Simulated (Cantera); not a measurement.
# Ammonia decomposition in nitride growth gas

An isothermal, constant-pressure homogeneous reactor starts with 77.8 % NH3, 22.2 % H2, at 2025 K and 0.178 atm.

Detailed kinetics in Cantera: the gas-phase N/H chemistry of the illustrative SiF4/NH3 mechanism in the Surface Chemkin manual (1991). Walls and surfaces, which speed up NH3 decomposition in real reactors, are not modelled.

| t (s) | x NH3 | x H2 | x N2 | x NH2 | x N2H2 | x H |
|---|---|---|---|---|---|---|
| 0.000500 | 0.775 | 0.224 | 0.000346 | 0.00115 | 5.97e-6 | 0.000114 |
| 0.00113 | 0.770 | 0.227 | 0.00160 | 0.00124 | 7.18e-6 | 0.000126 |
| 0.00256 | 0.760 | 0.234 | 0.00454 | 0.00123 | 7.04e-6 | 0.000130 |
| 0.00580 | 0.737 | 0.251 | 0.0110 | 0.00120 | 6.69e-6 | 0.000141 |
| 0.0131 | 0.689 | 0.286 | 0.0246 | 0.00115 | 6.01e-6 | 0.000163 |
| 0.0297 | 0.594 | 0.353 | 0.0511 | 0.00103 | 4.81e-6 | 0.000210 |
| 0.0673 | 0.438 | 0.466 | 0.0953 | 0.000840 | 3.13e-6 | 0.000306 |
| 0.152 | 0.240 | 0.608 | 0.151 | 0.000563 | 1.46e-6 | 0.000487 |
| 0.345 | 0.0763 | 0.725 | 0.197 | 0.000262 | 3.83e-7 | 0.000851 |
| 0.781 | 0.00692 | 0.774 | 0.217 | 5.41e-5 | 2.85e-8 | 0.00206 |
| 1.77 | 0.000183 | 0.778 | 0.218 | 2.77e-6 | 1.17e-10 | 0.00400 |
| 4.00 | 4.48e-5 | 0.778 | 0.218 | 6.80e-7 | 7.16e-12 | 0.00403 |
x: mole fraction; the columns are a selection and need not sum to one.

Equilibrium at this temperature and pressure: NH3 1.11e-6, H2 0.778, N2 0.218, NH2 1.69e-8, N2H2 <1e-12, H 0.00403 (gas phase only).
